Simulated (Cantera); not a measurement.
A closed system holds: 1 mol SiC, a varied amount of O₂, 31 mol N₂, held at 1625 K and 300000 Pa.

Cantera equilibrium calculation (NASA polynomials, part measured and part estimated; ideal gas, pure solids and liquids). Candidate condensed phases: C, Si, SiC, SiO₂, Si₂N₂O, Si₃N₄; 34 gas species. Mutual solubility and eutectic melting of coexisting phases are not modelled. The tables hold silica as quartz up to 1696 K and as liquid above; real silica turns to tridymite and cristobalite and melts near 1996 K. Rates play no part.

x: gas mole fraction; n: condensed amount in mol.

| n(O₂) (mol) | x N₂ | x CO | x CO₂ | x O₂ | x NO | x SiO | x O | n C(graphite) | n Si₂N₂O(s) | n Si₃N₄(s) | n SiO₂(β-quartz) |
|---|---|---|---|---|---|---|---|---|---|---|---|
| 0.05 | 1.000 | 0.000320 | 7.38e-11 | <1e-12 | <1e-12 | 2.53e-7 | <1e-12 | 0.990 | 0.0903 | 0.273 | 0 |
| 0.088 | 1.000 | 0.000320 | 7.38e-11 | <1e-12 | <1e-12 | 2.53e-7 | <1e-12 | 0.990 | (withheld) | (withheld) | 0 |
| 0.16 | 1.000 | 0.000320 | 7.38e-11 | <1e-12 | <1e-12 | 2.53e-7 | <1e-12 | 0.990 | 0.310 | 0.126 | 0 |
| 0.27 | 0.999 | (withheld) | (withheld) | <1e-12 | <1e-12 | (withheld) | <1e-12 | 0.960 | 0.500 | 0 | 0 |
| 0.48 | 0.985 | 0.0149 | 1.59e-7 | <1e-12 | <1e-12 | 1.74e-6 | <1e-12 | 0.540 | 0.500 | 0 | 0 |
| 0.85 | 0.968 | 0.0317 | 1.43e-5 | <1e-12 | 3.73e-11 | 1.14e-5 | <1e-12 | 0 | 0.433 | 0 | 0.133 |
| 1.5 | 0.969 | 0.0312 | 1.41e-5 | <1e-12 | 3.74e-11 | 1.14e-5 | <1e-12 | 0 | 0 | 0 | 1.000 |
| 2.7 | 0.948 | 3.35e-6 | 0.0306 | 0.0210 | 0.000747 | <1e-12 | 1.63e-6 | 0 | 0 | 0 | 1.00 |

**Question.** What belongs in the gaps?

**Answer.** 
- 0.27, x CO: 0.00131
- 0.27, x CO₂: 1.24e-9
- 0.27, x SiO: 5.13e-7
- 0.088, n Si₂N₂O(s): 0.166
- 0.088, n Si₃N₄(s): 0.222
